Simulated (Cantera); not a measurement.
Charge: 1 mol SiO2, 1.2 mol H2, 50 mol N2, held at 1775 °C and 1 atm.

Method: chemical equilibrium by Gibbs-energy minimisation in Cantera with the NASA 1993 tables (ideal gas, pure condensed phases). Candidate condensed phases: H2O, Si, SiO2, Si2N2O, Si3N4; 35 gas species. The tables hold silica as quartz up to 1696 K and as liquid above; real silica turns to tridymite and cristobalite and melts near 1996 K. The numbers say what is thermodynamically allowed, not how fast it happens.

Base state: N2 0.975, H2 0.0214, SiO 0.00178, H2O 0.00178, H 0.000326 (mole fractions); condensed: SiO2(l).

Task: What changes in the equilibrium state with this change: SiO2 replaced by FeS2?

Result: 
| species | before | after |
|---|---|---|
| N2 | 0.975 | 0.967 |
| H2 | 0.0214 | 0.0215 |
| S2 | 0 | 0.00861 |
| SiO | 0.00178 | 0 |
| Fe | 0 | 0.000413 |
| H2O | 0.00178 | 0 |
| SH | 0 | 0.00108 |
| H2S | 0 | 0.00104 |
| S | 0 | 0.000399 |
| H | 0.000326 | 0.000326 |
| SiO2(l), mol | 0.908 | 0 |
| FeS(l), mol | 0 | 0.979 |
FeS: taken at fixed stoichiometry. Further candidate phases: Fe, FeS, FeS2, S.
